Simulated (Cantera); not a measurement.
Input: 1 mol Si3N4, 0.082 mol N2O, 1 mol N2, at 23.0 Pa.

Equilibrium computed with Cantera from the NASA thermochemical tables; the gas is ideal and each condensed phase is pure. Candidate condensed phases: Si, SiO2, Si2N2O, Si3N4; 16 gas species. Mutual solubility and eutectic melting of coexisting phases are not modelled. Rates play no part. All values below are at 1152 °C.

Base state: N2 1.000, SiO 0.000194 (mole fractions); condensed: Si2N2O(s) + Si3N4(s).

Task: What changes in the equilibrium state with this change: N2O from 0.082 to 1.7 mol?

Result: 
| species | before | after |
|---|---|---|
| N2 | 1.000 | 0.981 |
| SiO | 0.000194 | 0.0191 |
| Si2N2O(s), mol | 0.0818 | 1.41 |
| Si3N4(s), mol | 0.945 | 0 |
| SiO2(β-quartz), mol | 0 | 0.112 |
The tables hold silica as quartz up to 1696 K and as liquid above; real silica turns to tridymite and cristobalite and melts near 1996 K.
